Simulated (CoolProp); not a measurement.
n-dodecane along the isobar 4.2 MPa: fugacity coefficient from the reference equation and from simpler models built on Tc = 658.1 K, pc = 1.818 MPa, ω = 0.574; each cubic takes its own stable root.

Computed with CoolProp (reference Helmholtz-energy equation of state, Lemmon 2004). It is a short technical equation, of lower accuracy than the large ones.

| T (K) | phase | reference |
|---|---|---|
| 339.6 | liquid | 0.0001144 |
| 351 | liquid | 0.0002190 |
| 362.4 | liquid | 0.0003983 |
| 373.8 | liquid | 0.0006912 |
| 385.2 | liquid | 0.001150 |
| 396.6 | liquid | 0.001843 |
| 408 | liquid | 0.002852 |
| 419.4 | liquid | 0.004279 |
| 430.8 | liquid | 0.006237 |
| 442.2 | liquid | 0.008857 |
| 453.6 | liquid | 0.01228 |
| 465.1 | liquid | 0.01670 |
| 476.5 | liquid | 0.02218 |
| 487.9 | liquid | 0.02893 |
| 499.3 | liquid | 0.03708 |

Q: How far does each simpler model (van der Waals, Redlich-Kwong, Soave-Redlich-Kwong, Peng-Robinson) lie from the reference over these 15 states: mean and median of the absolute difference, and the worst?

A: 
- van der Waals: mean 4891.0 %, median 1830.4 %, worst +24043.4 % at 339.6 K and 4.2 MPa
- Redlich-Kwong: mean 647.9 %, median 440.8 %, worst +1960.3 % at 339.6 K and 4.2 MPa
- Soave-Redlich-Kwong: mean 6.9 %, median 6.5 %, worst +9.0 % at 499.3 K and 4.2 MPa
- Peng-Robinson: mean 8.3 %, median 6.4 %, worst +18.4 % at 339.6 K and 4.2 MPa
